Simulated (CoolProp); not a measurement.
A closed Brayton cycle with carbon dioxide: compressor inlet 322.15 K and 9.2 MPa, high pressure 29.8 MPa, turbine inlet 900 K, compressor efficiency 0.85, turbine efficiency 0.85, recuperator effectiveness 0.95 (on enthalpy, no pinch check). Each further row changes one setting.

Computed with CoolProp (reference Helmholtz-energy equation of state, Span 1996).

| case | thermal efficiency (%) | net work (kJ/kg) | compressor to turbine work | compressor exit (K) | turbine exit (K) |
|---|---|---|---|---|---|
| as stated | 37.6 | 104 | 0.34 | 406.9 | 760.1 |
| turbine inlet 850 K | 35.7 | 94.0 | 0.37 | 406.9 | 714.8 |
| compressor inlet 332.15 K | 35.9 | 93.7 | 0.41 | 430.7 | 760.1 |
| high pressure 25.3 MPa | 37.0 | 93.3 | 0.32 | 394.8 | 778.9 |
| recuperator effectiveness 0.5 | 22.5 | 104 | 0.34 | 406.9 | 760.1 |
